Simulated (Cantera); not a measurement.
Input: 1 mol FeS, 0.91 mol SO2, 6.9 mol H2O, 1.2 mol SO3, equilibrated at 1448 K and 480000 Pa.

Cantera equilibrium calculation (NASA polynomials, part measured and part estimated; ideal gas, pure solids and liquids). Candidate condensed phases: Fe, FeO, Fe(OH)2, Fe(OH)3, FeS, FeSO4, FeS2, Fe2O3, Fe2(SO4)3, Fe3O4, H2O, H2SO4, S; 22 gas species. Mutual solubility and eutectic melting of coexisting phases are not modelled. FeS: taken at fixed stoichiometry. The numbers say what is thermodynamically allowed, not how fast it happens.

Base state: H2O 0.693, SO2 0.241, S2 0.0248, H2S 0.0234, H2 0.0144, S2O 0.00230, SO 0.000798, SH 0.000247 (mole fractions); condensed: FeS(s) + Fe3O4(s).

Q: What changes in the equilibrium state with this change: pressure from 480000 Pa to 1330 Pa?

A: 
```
species         before    after
-------------  -------  -------
H2O              0.693    0.649
SO2              0.241    0.257
H2              0.0144   0.0576
H2S             0.0234  0.00510
S2              0.0248   0.0265
H              5.04e-7  1.92e-5
S              1.57e-6  3.07e-5
FeS(s), mol     0.0958        0
Fe3O4(s), mol    0.301        0
FeO(s), mol          0    1.000
```
The tables' stoichiometric FeO is somewhat more stable than real wüstite, so its field is too wide. FeO: taken at fixed stoichiometry.
